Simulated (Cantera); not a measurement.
# Mg(OH)2 + H2 + CO2 (calcination and drying)

A closed system holds: 1 mol Mg(OH)2, 0.15 mol H2, 0.13 mol CO2, held at 0.0100 bar.

These are equilibrium values from Cantera (NASA tables, ideal gas, pure condensed phases), not measurements of a reactor. Candidate condensed phases: C, C6H6, C7H8, C8H18, H2O, Mg, MgCO3, MgO, Mg(OH)2; 116 gas species. Kinetics and transport are ignored.

```json
[
 {"T (°C)": "525", "x H2O": "0.785", "x H2": "0.114", "x CO2": "0.0982", "x CO": "0.00333", "x OH": "<1e-12", "x H": "8.99e-12", "n MgO(s)": "1.00"},
 {"T (°C)": "625", "x H2O": "0.787", "x H2": "0.111", "x CO2": "0.0957", "x CO": "0.00583", "x OH": "2.37e-12", "x H": "3.65e-10", "n MgO(s)": "1.00"},
 {"T (°C)": "725", "x H2O": "0.790", "x H2": "0.108", "x CO2": "0.0928", "x CO": "0.00879", "x OH": "1.12e-10", "x H": "7.08e-9", "n MgO(s)": "1.00"},
 {"T (°C)": "825", "x H2O": "0.793", "x H2": "0.105", "x CO2": "0.0896", "x CO": "0.0120", "x OH": "2.66e-9", "x H": "8.02e-8", "n MgO(s)": "1.00"},
 {"T (°C)": "925", "x H2O": "0.796", "x H2": "0.102", "x CO2": "0.0864", "x CO": "0.0151", "x OH": "3.74e-8", "x H": "6.07e-7", "n MgO(s)": "1.00"},
 {"T (°C)": "1025", "x H2O": "0.799", "x H2": "0.0990", "x CO2": "0.0834", "x CO": "0.0181", "x OH": "3.52e-7", "x H": "3.37e-6", "n MgO(s)": "1.00"},
 {"T (°C)": "1125", "x H2O": "0.802", "x H2": "0.0963", "x CO2": "0.0806", "x CO": "0.0209", "x OH": "2.41e-6", "x H": "1.47e-5", "n MgO(s)": "1.00"},
 {"T (°C)": "1225", "x H2O": "0.805", "x H2": "0.0937", "x CO2": "0.0781", "x CO": "0.0235", "x OH": "1.28e-5", "x H": "5.26e-5", "n MgO(s)": "1.00"},
 {"T (°C)": "1325", "x H2O": "0.807", "x H2": "0.0914", "x CO2": "0.0758", "x CO": "0.0257", "x OH": "5.53e-5", "x H": "0.000161", "n MgO(s)": "1.000"},
 {"T (°C)": "1425", "x H2O": "0.809", "x H2": "0.0893", "x CO2": "0.0738", "x CO": "0.0278", "x OH": "0.000201", "x H": "0.000432", "n MgO(s)": "1.000"},
 {"T (°C)": "1525", "x H2O": "0.809", "x H2": "0.0874", "x CO2": "0.0719", "x CO": "0.0296", "x OH": "0.000634", "x H": "0.00104", "n MgO(s)": "1.000"},
 {"T (°C)": "1625", "x H2O": "0.809", "x H2": "0.0857", "x CO2": "0.0701", "x CO": "0.0312", "x OH": "0.00177", "x H": "0.00229", "n MgO(s)": "1.000"},
 {"T (°C)": "1725", "x H2O": "0.804", "x H2": "0.0849", "x CO2": "0.0681", "x CO": "0.0329", "x OH": "0.00440", "x H": "0.00468", "n MgO(s)": "1.000"},
 {"T (°C)": "1825", "x H2O": "0.790", "x H2": "0.0866", "x CO2": "0.0650", "x CO": "0.0352", "x OH": "0.00981", "x H": "0.00905", "n MgO(s)": "0.999"}
]
```
x: gas mole fraction; n: condensed amount in mol.

From 525 °C to 1825 °C the condensed part is MgO(s).
